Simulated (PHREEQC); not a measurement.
Model water analysis in mg/L, 65 °C, pH 3.09, pe 9:

| constituent | mg/L |
|---|---|
| Na | 164 |
| K | 63.7 |
| Ca | 53.9 |
| Mg | 31.9 |
| Cl | 22.4 |
| S(6) as SO4 | 869 |
| Mn(2) | 1.36 |
| N(5) as NO3 | 1.75 |
| Fe(3) | 69.1 |
| Cu(2) | 1.12 |
| F | 0.0273 |

Valence states are taken as typed.

The numbers come from PHREEQC with the ion-association model, wateq4f.dat.

This is a speciation only: nothing precipitates in the calculation.

Problem. Order these Cu species by the share of Cu that they hold, largest first: Cu+2, CuSO4, CuCl+.

Solution. Cu+2 (67 %), CuSO4 (33 %), CuCl+ (0.35 %)

The pH is 3.09 and the ionic strength 0.0228 mol/kgw. Examples of supersaturated solids here: Jarosite-K, Jarosite-Na. Others may be too. Constants without temperature data keep their 25 °C values here. Fluoro complexes past AlF4- and FeF3 are missing from the database.
